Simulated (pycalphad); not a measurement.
Source of the numbers: pycalphad with the COST 507 light-alloy database (1999); pressure 1 atm. The data set is of 1999 and partly superseded. The system is extrapolated from its subsystems; higher-order compounds may be missing. Phase fractions are per mole of atoms.

**Question.** Give the equilibrium state of Fe-83.4Al-6.6Si-3.3Mn (at.%) at 750 K.

**Answer.** fcc, fraction 0.426, with 99.79 Al, 0.19 Si, 0.02 Mn at.%; ALFESI_ALPHA, fraction 0.233, with 72.3 Al, 8.7 Si, no Mn at.%; ALMNSI_ALPHA, fraction 0.189, with 70.9 Al, 11.7 Si, 17.4 Mn at.%; ALFESI_BETA, fraction 0.152, with 70.0 Al, 15.0 Si, no Mn at.%.

**Question.** Give the equilibrium state of Fe-83.4Al-6.6Si-3.3Mn (at.%) at 600 K.

**Answer.** ALFESI_BETA, fraction 0.346, with 70.0 Al, 15.0 Si, no Mn at.%; fcc, fraction 0.344, with 99.97 Al, 0.03 Si, <0.01 Mn at.%; AL6MN, fraction 0.186, with 85.7 Al, no Si, 6.2 Mn at.%; ALMNSI_ALPHA, fraction 0.123, with 71.3 Al, 11.3 Si, 17.4 Mn at.%.

Database names, with the compositions (at.%) that they take in these runs: ALMNSI_ALPHA: Al 70-72 Mn 17 Si 11; ALFESI_ALPHA: Al 72 Fe 19 Si 8; ALFESI_BETA: Al 70 Fe 15 Si 15; AL6MN: Al 86 Fe 8 Mn 6. An entry "none" or "no" means that the model of the phase leaves that element out.
